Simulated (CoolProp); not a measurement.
A single-stage vapour-compression cycle with the fluid: evaporating at 279.15 K (dew point), condensing at 327.15 K (bubble point), superheat 8 K, subcooling 2 K, compressor efficiency 0.9, no pressure losses. The same conditions are run with several fluids, on thermodynamics alone (safety and materials aside).

Model: reference Helmholtz-energy equation of state of each fluid (R1336mzz(Z): McLinden 2020; R507A: Lemmon 2003; R227EA: Lemmon 2016; cyclopentane: Gedanitz 2015; trans-2-butene: Lemmon 2005; chloromethane (R40): Thol 2014), in CoolProp. Blends and air are pseudo-pure fits.

Q: Rank R1336mzz(Z), R507A, R227EA, cyclopentane, trans-2-butene, chloromethane (R40) by cooling COP, highest first.

A: cyclopentane (4.61), trans-2-butene (4.37), chloromethane (R40) (4.34), R1336mzz(Z) (4.26), R227EA (3.66), R507A (3.37)

| fluid | pressure ratio | discharge temperature (K) | refrigerating effect (kJ/kg) | volumetric capacity (kJ/m³) |
|---|---|---|---|---|
| R1336mzz(Z) | 6.19 | 327.2 | 127 | 293 |
| R507A | 3.44 | 341.8 | 92.4 | 3410 |
| R227EA | 4.17 | 327.2 | 73.0 | 1370 |
| cyclopentane | 6.26 | 347.7 | 344 | 193 |
| trans-2-butene | 4.36 | 338.2 | 305 | 918 |
| chloromethane (R40) | 3.89 | 384.6 | 328 | 2370 |

The compression ends wet for: R1336mzz(Z); R227EA.
